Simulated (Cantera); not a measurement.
A Cantera script and its output.

```python
import numpy as np
import cantera as ct

gas = ct.Solution("gri30.yaml")
gas.TPX = 1625, 1800000, {'CH4': 1, 'CO2': 0.49}
inlet = ct.Reservoir(gas, clone=True)

reactor = ct.IdealGasConstPressureReactor(gas, energy="off", clone=False)
exhaust = ct.Reservoir(gas, clone=True)
tau = [0.79, 0.48, 0.29, 0.17, 0.1, 0.063, 0.038, 0.023, 0.014, 0.0082, 0.005][0]
for a, b in ((inlet, reactor), (reactor, exhaust)):
    ct.MassFlowController(a, b, mdot=lambda t: reactor.mass / tau)
net = ct.ReactorNet([reactor])
show = ['CH4', 'CO2', 'HCO', 'H2O2', 'H2']

rows = []
print(f"{'tau/s':>10s}{'T/K':>9s}" + "".join(f"{s:>11s}" for s in show))
for tau in [0.79, 0.48, 0.29, 0.17, 0.1, 0.063, 0.038, 0.023, 0.014, 0.0082, 0.005]:
    net.initial_time = 0.0
    net.advance(30 * tau)
    before = gas.X
    net.advance(40 * tau)
    drift = np.max(np.abs(gas.X - before) / (gas.X + 1e-9))
    rows.append([gas.T, *gas[show].X, drift])
    print(f"{tau:10.3e}{gas.T:9.1f}" + "".join(f"{x:11.3e}" for x in gas[show].X))
```

Output:

```
     tau/s      T/K        CH4        CO2        HCO       H2O2         H2
 7.900e-01   1625.0  1.887e-01  2.952e-02  5.028e-08  8.855e-14  3.222e-01
 4.800e-01   1625.0  1.913e-01  3.598e-02  4.555e-08  1.269e-13  3.053e-01
 2.900e-01   1625.0  1.942e-01  4.353e-02  4.071e-08  1.713e-13  2.891e-01
 1.700e-01   1625.0  1.987e-01  5.331e-02  3.558e-08  2.170e-13  2.733e-01
 1.000e-01   1625.0  2.069e-01  6.614e-02  3.044e-08  2.475e-13  2.593e-01
 6.300e-02   1625.0  2.194e-01  8.152e-02  2.585e-08  2.495e-13  2.484e-01
 3.800e-02   1625.0  2.420e-01  1.050e-01  2.061e-08  2.182e-13  2.374e-01
 2.300e-02   1625.0  2.763e-01  1.366e-01  1.530e-08  1.602e-13  2.257e-01
 1.400e-02   1625.0  3.226e-01  1.746e-01  1.034e-08  9.815e-14  2.111e-01
 8.200e-03   1625.0  3.825e-01  2.172e-01  5.994e-09  4.830e-14  1.886e-01
 5.000e-03   1625.0  4.408e-01  2.519e-01  3.306e-09  2.234e-14  1.607e-01
```

Computed with Cantera and GRI-Mech 3.0 (53 species, 325 reactions). GRI-Mech 3.0 stops at C3 and has no aromatics, soot or wall deposition, so with more carbon than oxygen in the feed, carbon stays in small species such as C2H2 where larger ones or solid carbon would form. The pressure lies above the range GRI-Mech 3.0 was tuned for (to about 10 atm).
